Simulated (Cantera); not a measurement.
Input: 1 mol BN, 0.28 mol O2, 29 mol H2, equilibrated at 0.110 bar.

These are equilibrium values from Cantera (NASA tables, ideal gas, pure condensed phases), not measurements of a reactor. Candidate condensed phases: B, BN, B2O3, B3O3H3, H2O; 39 gas species. Mutual solubility and eutectic melting of coexisting phases are not modelled. The tables' values for BH2 are old estimates; treat these amounts as uncertain. Rates play no part.

x: gas mole fraction; n: condensed amount in mol.

```tsv
T (K)	x H2	x HBO	x N2	x H	x HBO2	x BO	n BN(s)	n B2O3(l)
1198	0.993	4.50e-6	0.00613	5.71e-7	6.79e-5	1.14e-10	0.642	0.178
1273	0.993	2.50e-5	0.00612	2.14e-6	0.000182	2.04e-9	0.643	0.176
1348	0.993	0.000114	0.00610	6.95e-6	0.000435	2.64e-8	0.644	0.170
1423	0.992	?	0.00608	?	?	?	0.645	?
1498	0.990	?	0.00610	?	?	?	0.643	?
1573	0.984	0.00436	0.00634	0.000122	0.00347	1.27e-5	0.628	0.0430
1648	0.979	0.00817	0.00716	0.000266	0.00313	4.73e-5	0.579	0
1723	0.976	0.0115	0.00808	0.000543	0.00181	0.000125	0.523	0
1798	0.974	0.0141	0.00879	0.00105	0.000867	0.000272	0.481	0
1873	0.971	0.0155	0.00919	0.00192	0.000360	0.000506	0.456	0
1948	0.969	0.0160	0.00938	0.00335	0.000142	0.000846	0.444	0
2023	0.967	0.0160	0.00950	0.00563	5.60e-5	0.00132	0.436	0
```

Q: Some entries are withheld; supply them.

A: 
- 1423, x HBO: 0.000440
- 1423, x H: 1.99e-5
- 1423, x HBO2: 0.000939
- 1423, x BO: 2.59e-7
- 1423, n B2O3(l): 0.156
- 1498, x HBO: 0.00147
- 1498, x H: 5.15e-5
- 1498, x HBO2: 0.00187
- 1498, x BO: 2.01e-6
- 1498, n B2O3(l): 0.123
